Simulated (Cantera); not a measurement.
Charge: 1 mol Si, 9.4 mol Br2, held at 0.100 bar.

These are equilibrium values from Cantera (NASA tables, ideal gas, pure condensed phases), not measurements of a reactor. Candidate condensed phases: Br2, Si; 9 gas species. Equilibrium is a limit: real reactors are often held back by kinetics, nucleation or transport. All values below are at 898 K.

Base state: Br2 0.877, SiBr4 0.119, Br 0.00446 (mole fractions); condensed: gas only.

Question: What changes in the equilibrium state with this change: pressure from 0.100 bar to 2.30 Pa?

Answer: 
```
species   before  after
-------  -------  -----
Br2        0.877  0.644
Br       0.00446  0.252
SiBr4      0.119  0.104
```
